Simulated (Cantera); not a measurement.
**Equilibrium for silicon nitride deposition: SiCl4 + N2 + NH3 + H2**

A closed system holds: 1 mol SiCl4, 64 mol N2, 30 mol NH3, 0.0032 mol H2, at 11.0 Pa.

These are equilibrium values from Cantera (NASA tables, ideal gas, pure condensed phases), not measurements of a reactor. Candidate condensed phases: NH4Cl, Si, Si3N4; 28 gas species. The tables' values for SiCl, SiN are old estimates; treat these amounts as uncertain. Rates play no part.

```csv
T (K),x N2,x H2,x H,x HCl,x Cl,n Si3N4(s),n Si(s)
773,0.625,0.343,5.07e-11,0.0319,4.98e-12,0.333,0
973,0.625,0.343,6.04e-8,0.0319,5.29e-9,0.333,0
1173,0.625,0.343,6.58e-6,0.0319,5.35e-7,0.332,0
1373,0.625,0.344,0.000186,0.0300,1.34e-5,0.294,0
1573,0.626,0.344,0.00228,0.0220,0.000115,0,0.323
1773,0.618,0.331,0.0156,0.0263,0.000951,0,0
1973,0.599,0.294,0.0697,0.0254,0.00451,0,0
2173,0.554,0.204,0.208,0.0160,0.0119,0,0
```
x: gas mole fraction; n: condensed amount in mol.

From 773 K to 1373 K the condensed part is Si3N4(s). At 1573 K the condensed part is Si(s). From 1773 K to 2173 K nothing is condensed. The main Si-bearing gas is SiCl4 at 773 K and Si at 2173 K.
